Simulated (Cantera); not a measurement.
Adiabatic ignition

An adiabatic, constant-pressure homogeneous reactor starts with C₂H₄ : O₂ : N₂ : H₂O = 1 : 2 : 12 : 0.58 (molar parts), equivalence ratio 1.5, at 1125 K and 1.01 bar.

Computed with Cantera and GRI-Mech 3.0 (53 species, 325 reactions). GRI-Mech 3.0 was tuned for natural gas; its chemistry of ethylene as a main component is partial and can be far from experiment.

```json
[
 {"t (s)": "5.00e-6", "T (K)": "1125", "x C₂H₄": "0.0642", "x O₂": "0.128", "x H₂O": "0.0372", "x CO₂": "<1e-12", "x H₂": "4.37e-10"},
 {"t (s)": "1.12e-5", "T (K)": "1125", "x C₂H₄": "0.0642", "x O₂": "0.128", "x H₂O": "0.0372", "x CO₂": "<1e-12", "x H₂": "9.80e-10"},
 {"t (s)": "2.51e-5", "T (K)": "1125", "x C₂H₄": "0.0642", "x O₂": "0.128", "x H₂O": "0.0372", "x CO₂": "<1e-12", "x H₂": "2.20e-9"},
 {"t (s)": "5.62e-5", "T (K)": "1125", "x C₂H₄": "0.0642", "x O₂": "0.128", "x H₂O": "0.0372", "x CO₂": "<1e-12", "x H₂": "4.93e-9"},
 {"t (s)": "0.000126", "T (K)": "1125", "x C₂H₄": "0.0642", "x O₂": "0.128", "x H₂O": "0.0372", "x CO₂": "<1e-12", "x H₂": "1.10e-8"},
 {"t (s)": "0.000282", "T (K)": "1125", "x C₂H₄": "0.0642", "x O₂": "0.128", "x H₂O": "0.0372", "x CO₂": "<1e-12", "x H₂": "2.48e-8"},
 {"t (s)": "0.000631", "T (K)": "1125", "x C₂H₄": "0.0642", "x O₂": "0.128", "x H₂O": "0.0372", "x CO₂": "<1e-12", "x H₂": "5.57e-8"},
 {"t (s)": "0.00141", "T (K)": "1125", "x C₂H₄": "0.0642", "x O₂": "0.128", "x H₂O": "0.0372", "x CO₂": "<1e-12", "x H₂": "1.28e-7"},
 {"t (s)": "0.00317", "T (K)": "1125", "x C₂H₄": "0.0642", "x O₂": "0.128", "x H₂O": "0.0372", "x CO₂": "1.32e-11", "x H₂": "4.67e-7"},
 {"t (s)": "0.00710", "T (K)": "2341", "x C₂H₄": "<1e-12", "x O₂": "9.15e-5", "x H₂O": "0.113", "x CO₂": "0.0401", "x H₂": "0.0397"},
 {"t (s)": "0.0159", "T (K)": "2347", "x C₂H₄": "<1e-12", "x O₂": "5.95e-5", "x H₂O": "0.114", "x CO₂": "0.0400", "x H₂": "0.0397"},
 {"t (s)": "0.0356", "T (K)": "2346", "x C₂H₄": "<1e-12", "x O₂": "5.91e-5", "x H₂O": "0.114", "x CO₂": "0.0400", "x H₂": "0.0398"},
 {"t (s)": "0.0797", "T (K)": "2346", "x C₂H₄": "<1e-12", "x O₂": "5.87e-5", "x H₂O": "0.114", "x CO₂": "0.0400", "x H₂": "0.0398"},
 {"t (s)": "0.179", "T (K)": "2346", "x C₂H₄": "<1e-12", "x O₂": "5.86e-5", "x H₂O": "0.114", "x CO₂": "0.0400", "x H₂": "0.0398"},
 {"t (s)": "0.400", "T (K)": "2346", "x C₂H₄": "<1e-12", "x O₂": "5.86e-5", "x H₂O": "0.114", "x CO₂": "0.0400", "x H₂": "0.0398"}
]
```
x: mole fraction; the columns are a selection and need not sum to one.

| Property | Value |
|---|---|
| time of steepest temperature rise | 4.32 ms |
| temperature at 0.400 s | 2346 K |
| equilibrium temperature | 2346 K |
| x(C₂H₄) at 0.400 s | <1e-12 (gas-phase equilibrium <1e-12) |
| x(O₂) at 0.400 s | 5.86e-5 (gas-phase equilibrium 5.86e-5) |
| x(H₂O) at 0.400 s | 0.114 (gas-phase equilibrium 0.114) |
